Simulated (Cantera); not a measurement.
# Equilibrium for carbothermic reduction: PbO + CO + N₂

A closed system holds: 1 mol PbO, 12 mol CO, 4.8 mol N₂, held at 1875 K and 1.10 bar.

Equilibrium computed with Cantera from the NASA thermochemical tables; the gas is ideal and each condensed phase is pure. Candidate condensed phases: C, Pb, PbO, PbO₂, Pb₃O₄; 27 gas species. Equilibrium is a limit: real reactors are often held back by kinetics, nucleation or transport.

```json
{
  "x(CO)": "0.618",
  "x(N₂)": "0.270",
  "x(CO₂)": "0.0561",
  "x(Pb)": "0.0561",
  "x(PbO)": "5.81e-5",
  "x(Pb₂)": "2.17e-5",
  "gas_amount": "17.80 mol",
  "log10 activity of Pb(l) (absent)": "-0.85",
  "log10 activity of C(graphite) (absent)": "-3.44"
}
```
